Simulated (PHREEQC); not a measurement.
0.013 g of hydrous ferric oxide (600 m²/g; 0.2 weak and 0.005 strong sites per Fe, Dzombak-Morel constants, diffuse double layer) in 1 kg of water with 0.01 mol/kgw of an inert sodium salt, at 25 °C; the pH is set by adding NaOH or the inert anion's acid. Oxygen alone is held at its pressure in air (log pO2 = -0.68). No CO2 enters from the air. No solid was allowed to form.

Base run: PHREEQC, ion-association model, wateq4f.dat. Each further column changes one thing. The table gives surface potential ψ (mV).

```
pH    base  background salt from 0.01 to 0.001 mol/kgw  oxide from 0.013 to 0.065 g/kgw  8.4e-06 mol/kgw SrCl2 added
----  ----  ------------------------------------------  -------------------------------  ---------------------------
3      203                                         ___                              203                          203
4.33   175                                         ___                              175                          175
5.67   125                                         137                              125                          125
7       61                                          64                               61                           61
8.33   -12                                         ___                              -12                          -10
9.67   -84                                         -89                              -84                          -73
11    -143                                        -155                             -143                          ___
```

Q: Fill in the missing entries.

A: 
- 3, background salt from 0.01 to 0.001 mol/kgw: 234
- 4.33, background salt from 0.01 to 0.001 mol/kgw: 198
- 8.33, background salt from 0.01 to 0.001 mol/kgw: -13
- 11, 8.4e-06 mol/kgw SrCl2 added: -113

The oxide is taken as insoluble; below pH 4 it would dissolve.
